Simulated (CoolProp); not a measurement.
Vapour-liquid equilibrium of isobutene (1) + n-butane (2) at 337.4 K; x and y are mole fractions of (1).

The numbers come from the multi-fluid Helmholtz-energy mixture model, Lemmon 2005 and Bücker 2006; pair parameters Bell 2016 in CoolProp.

Question: Give the bubble pressure and the first vapour's composition at x = 0.05, 0.15, 0.45. Is there an azeotrope?

Answer: x = 0.05: 716.8 kPa, y = 0.060; x = 0.15: 735.2 kPa, y = 0.175; x = 0.45: 784.9 kPa, y = 0.490. No azeotrope shows between x = 0.05 and 0.95.

The pair parameters rest on a limited set of measurements; away from them the model extrapolates.
